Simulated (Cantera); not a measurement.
# Moist CO burnout

An isothermal, constant-pressure homogeneous reactor starts with 2.14 % CO, 0.418 % O₂, 4.55 % H₂O, 92.9 % N₂, at 1375 K and 0.590 bar.

Cantera simulation using GRI-Mech 3.0 (53 species, 325 reactions); the numbers are that mechanism's predictions, not measurements.

```
t (s)        x CO      x O₂   x H₂O       x H     x NO     x CO₂      x OH
--------  -------  --------  ------  --------  -------  --------  --------
9.00e-6    0.0214   0.00418  0.0455  5.50e-12   <1e-12  2.68e-10  4.18e-11
7.46e-5    0.0214   0.00418  0.0455  7.05e-10   <1e-12   3.29e-9  9.96e-10
0.000618   0.0214   0.00418  0.0455   1.11e-7   <1e-12   5.12e-7   9.11e-8
0.00512   0.00637  0.000270  0.0381   0.00230  7.37e-7    0.0150  0.000249
0.0424    0.00589   1.74e-6  0.0385  0.000220  9.48e-7    0.0156   2.15e-5
0.352     0.00593   2.10e-8  0.0386   2.43e-5  9.34e-7    0.0155   2.37e-6
2.91      0.00593  2.73e-10  0.0386   2.77e-6  8.00e-7    0.0155   2.69e-7
24.1      0.00593  8.88e-12  0.0386   5.17e-7  4.99e-7    0.0155   5.03e-8
200       0.00593  4.86e-12  0.0386   3.85e-7  1.16e-7    0.0155   3.75e-8
```
x: mole fraction; the columns are a selection and need not sum to one.

Equilibrium at this temperature and pressure: CO 0.00593, O₂ 4.70e-12, H₂O 0.0386, H 3.79e-7, NO 3.25e-9, CO₂ 0.0155, OH 3.69e-8 (gas phase only).
